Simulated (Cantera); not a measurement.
A closed system holds: 1 mol BCl₃, 0.35 mol H₂O, 0.14 mol N₂, at 752 °C and 26.0 Pa.

These are equilibrium values from Cantera (NASA tables, ideal gas, pure condensed phases), not measurements of a reactor. Candidate condensed phases: B, BN, B₂O₃, B₃O₃H₃, H₂O, NH₄Cl; 49 gas species. The tables' values for BOCl are old estimates; treat these amounts as uncertain. The numbers say what is thermodynamically allowed, not how fast it happens.

Base state: HCl 0.436, BCl₃ 0.405, N₂ 0.0871, B₃O₃Cl₃ 0.0726, BOCl 0.000118, Cl 2.82e-5, H₂ 1.47e-5 (mole fractions); condensed: gas only.

What changes in the equilibrium state with this change: BCl₃ replaced by B₂O₃?


```
species         before     after
------------  --------  --------
H₂O            3.11e-8     0.712
N₂              0.0871     0.285
HBO₂           4.33e-7   0.00229
HCl              0.436         0
BCl₃             0.405         0
B₃O₃Cl₃         0.0726         0
(HBO₂)₃          <1e-9  0.000239
BOCl          0.000118         0
B₂O₃(l), mol         0     0.999
```
Gases not in the tables: H₃BO₃.
